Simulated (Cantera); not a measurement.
A perfectly stirred reactor is fed with C2H6 : H2 = 0.24 : 3.5 (molar parts), at 0.132 atm; it is held at 1525 K, and followed from long to short residence time.

Detailed kinetics in Cantera: GRI-Mech 3.0 (53 species, 325 reactions). GRI-Mech 3.0 stops at C3 and has no aromatics, soot or wall deposition, so with more carbon than oxygen in the feed, carbon stays in small species such as C2H2 where larger ones or solid carbon would form.

**Question.** Predict: x(C2H6) at τ = 11.0 s; x(H2) at τ = 11.0 s; x(C2H4) at τ = 11.0 s; x(C2H) at τ = 11.0 s; x(H) at τ = 11.0 s; x(C2H6) at τ = 57.0 ms; x(H2) at τ = 57.0 ms; x(C2H4) at τ = 57.0 ms; x(C2H) at τ = 57.0 ms; x(H) at τ = 57.0 ms.

**Answer.** 
```json
{
  "x(C2H6) at τ = 11.0 s": "7.07e-6",
  "x(H2) at τ = 11.0 s": "0.928",
  "x(C2H4) at τ = 11.0 s": "0.00125",
  "x(C2H) at τ = 11.0 s": "7.47e-9",
  "x(H) at τ = 11.0 s": "7.25e-5",
  "x(C2H6) at τ = 57.0 ms": "0.000367",
  "x(H2) at τ = 57.0 ms": "0.922",
  "x(C2H4) at τ = 57.0 ms": "0.00383",
  "x(C2H) at τ = 57.0 ms": "2.28e-8",
  "x(H) at τ = 57.0 ms": "0.000263"
}
```
